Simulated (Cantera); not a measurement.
Charge: 1 mol TiO2, 2.8 mol CO, 0.59 mol H2, equilibrated at 13300 Pa.

Method: chemical equilibrium by Gibbs-energy minimisation in Cantera with the NASA 1993 tables (ideal gas, pure condensed phases). Candidate condensed phases: C, C6H6, C7H8, C8H18, H2O, Ti, TiC, TiO, TiO2, Ti2O3, Ti3O5, Ti4O7; 113 gas species. Mutual solubility and eutectic melting of coexisting phases are not modelled. Condensed phases not in the tables: Magnéli phases beyond Ti4O7. Rates play no part. All values below are at 1450 K.

Base state: CO 0.822, H2 0.172, CO2 0.00379, H2O 0.00189, H 1.07e-5 (mole fractions); condensed: TiO2(rutile) + Ti4O7(s).

Question: What changes in the equilibrium state with this change: H2 from 0.59 to 0.16 mol?

Answer: 
```tsv
species	before	after
CO	0.822	0.942
H2	0.172	0.0535
CO2	0.00379	0.00434
H2O	0.00189	0.000587
H	1.07e-5	5.99e-6
TiO2(rutile), mol	0.923	0.942
Ti4O7(s), mol	0.0193	0.0146
```

Question: What changes in the equilibrium state with this change: H2 from 0.59 to 8.8 mol?

Answer: 
```json
[
 {"species": "H2", "before": "0.172", "after": "0.750"},
 {"species": "CO", "before": "0.822", "after": "0.240"},
 {"species": "H2O", "before": "0.00189", "after": "0.00823"},
 {"species": "CO2", "before": "0.00379", "after": "0.00111"},
 {"species": "H", "before": "1.07e-5", "after": "2.24e-5"},
 {"species": "TiO2(rutile), mol", "before": "0.923", "after": "0.567"},
 {"species": "Ti4O7(s), mol", "before": "0.0193", "after": "0.108"}
]
```
